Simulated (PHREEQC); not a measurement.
Acid mine or pickling water: an equilibrium model

Synthetic water in mmol/kgw, 25 °C, pH 3.88, pe 11.1:

| constituent | mmol/kgw |
|---|---|
| Na | 3.92 |
| K | 2.49 |
| Ca | 1.3 |
| Mg | 0.0942 |
| Cl | 0.74 |
| S(6) | 4.37 |
| Si | 0.0273 |
| Zn | 0.00617 |
| B | 0.121 |

Valence states are taken as typed.

Computed with PHREEQC (ion-association model, phreeqc.dat).

No solid was allowed to form.

Question: Estimate the ionic strength, specific conductance, charge-balance error.

Answer: ionic strength 0.0137 mol/kgw; specific conductance 1090 µS/cm; charge-balance error -0.5 %.

Question: In which forms is Zn present?

Answer: Zn+2 73 %, ZnSO4 26 %, Zn(SO4)2-2 0.9 % of the Zn.
